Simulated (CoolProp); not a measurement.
Values from CoolProp's reference Helmholtz-energy equation of state, Guder 2009.

Problem. Give the vapour pressure (MPa), liquid density (kg/m³), vapour density (kg/m³), enthalpy of vaporisation (kJ/kg) of saturated sulfur hexafluoride at -0.45 °C.

Solution. 
| T (°C) | p (MPa) | liquid density (kg/m³) | vapour density (kg/m³) | enthalpy of vaporisation (kJ/kg) |
|---|---|---|---|---|
| -0.45 | 1.24 | 1560 | 103 | 84.3 |
